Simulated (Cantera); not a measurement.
**Abatement and gas-phase synthesis: N2O + O2 + H2**

Charge: 1 mol N2O, 0.11 mol O2, 0.067 mol H2, at 10000 Pa.

Cantera equilibrium calculation (NASA polynomials, part measured and part estimated; ideal gas, pure solids and liquids). Candidate condensed phases: H2O; 24 gas species. Equilibrium is a limit: real reactors are often held back by kinetics, nucleation or transport.

```json
[
 {"T (K)": "2500", "log p N2": "-1.23", "log p O2": "-1.50", "log p O": "-2.59", "log p NO": "-2.61", "log p H2O": "-2.52", "log p H": "-3.60", "log p OH": "-2.81"},
 {"T (K)": "2550", "log p N2": "-1.24", "log p O2": "-1.51", "log p O": "-2.49", "log p NO": "-2.58", "log p H2O": "-2.55", "log p H": "-3.47", "log p OH": "-2.76"},
 {"T (K)": "2600", "log p N2": "-1.24", "log p O2": "-1.52", "log p O": "-2.39", "log p NO": "-2.55", "log p H2O": "-2.58", "log p H": "-3.34", "log p OH": "-2.71"},
 {"T (K)": "2650", "log p N2": "-1.24", "log p O2": "-1.53", "log p O": "-2.30", "log p NO": "-2.53", "log p H2O": "-2.62", "log p H": "-3.22", "log p OH": "-2.67"},
 {"T (K)": "2700", "log p N2": "-1.25", "log p O2": "-1.54", "log p O": "-2.21", "log p NO": "-2.50", "log p H2O": "-2.66", "log p H": "-3.11", "log p OH": "-2.64"},
 {"T (K)": "2750", "log p N2": "-1.25", "log p O2": "-1.56", "log p O": "-2.13", "log p NO": "-2.48", "log p H2O": "-2.71", "log p H": "-3.01", "log p OH": "-2.61"},
 {"T (K)": "2800", "log p N2": "-1.26", "log p O2": "-1.58", "log p O": "-2.05", "log p NO": "-2.46", "log p H2O": "-2.77", "log p H": "-2.91", "log p OH": "-2.59"},
 {"T (K)": "2850", "log p N2": "-1.26", "log p O2": "-1.60", "log p O": "-1.98", "log p NO": "-2.44", "log p H2O": "-2.84", "log p H": "-2.82", "log p OH": "-2.57"},
 {"T (K)": "2900", "log p N2": "-1.27", "log p O2": "-1.62", "log p O": "-1.91", "log p NO": "-2.43", "log p H2O": "-2.91", "log p H": "-2.74", "log p OH": "-2.56"},
 {"T (K)": "2950", "log p N2": "-1.27", "log p O2": "-1.65", "log p O": "-1.84", "log p NO": "-2.42", "log p H2O": "-3.00", "log p H": "-2.67", "log p OH": "-2.56"},
 {"T (K)": "3000", "log p N2": "-1.28", "log p O2": "-1.67", "log p O": "-1.78", "log p NO": "-2.41", "log p H2O": "-3.10", "log p H": "-2.60", "log p OH": "-2.57"},
 {"T (K)": "3050", "log p N2": "-1.29", "log p O2": "-1.71", "log p O": "-1.73", "log p NO": "-2.40", "log p H2O": "-3.20", "log p H": "-2.55", "log p OH": "-2.59"}
]
```
log p: log10 of the partial pressure in bar; nothing condenses.

From 2500 K to 3050 K nothing is condensed.
